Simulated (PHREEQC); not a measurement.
Solution (20 °C): 0.23 mol KOH, 7.9e-05 mol K2SO4 and 0.03 mol CO2 per kg of water. Closed to the air; pH follows from the charge balance.

Model: ion-association model, phreeqc.dat, run in PHREEQC.

```json
{
 "pH": "13.24",
 "ionic_strength": "0.260 mol/kgw",
 "activity_of_water": "0.993",
 "specific_conductance": "36900 µS/cm",
 "density": "1.010 g/cm³",
 "total_alkalinity": "230 meq/kg"
}
```

| species | molality | activity | log γ |
|---|---|---|---|
| K+ | 0.230 | 0.160 | -0.159 |
| OH- | 0.170 | 0.117 | -0.163 |
| CO3-2 | 0.0300 | 0.00860 | -0.542 |
| SO4-2 | 5.74e-5 | 1.54e-5 | -0.573 |
| KSO4- | 2.16e-5 | 1.58e-5 | -0.136 |
| HCO3- | 1.62e-5 | 1.19e-5 | -0.136 |

Precipitation was switched off in this run.
